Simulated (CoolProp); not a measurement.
A Linde-Hampson liquefier for dry air: isothermal reversible compression at 230 K from 1 atm to 20 MPa, throttling to 1 atm, return gas leaving the recuperator 2 K below the feed. Each further row changes one setting.

The numbers come from the reference Helmholtz-energy equation of state, Lemmon 2000 in CoolProp. It is a pseudo-pure fit of the blend.

| case | liquid yield per pass | compression work (kJ/kg of gas) |
|---|---|---|
| as stated | 0.169 | 337 |
| high pressure 40 MPa | 0.205 | 384 |
| warm-end temperature 260 K | 0.119 | 388 |
| warm-end gap 7 K | 0.157 | 337 |
